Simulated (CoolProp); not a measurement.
The numbers come from the reference Helmholtz-energy equation of state, Zhou 2011 in CoolProp.

Problem. For dimethyl carbonate, give the phase and the Z, cp (kJ/(kg K)), cv (kJ/(kg K)), isothermal compressibility (1/MPa) at 360.7 K and 26.9 MPa.

Solution. 
- 360.7 K and 26.9 MPa: liquid; Z 0.798, cp 1.91, cv 1.45, isothermal compressibility 0.00109
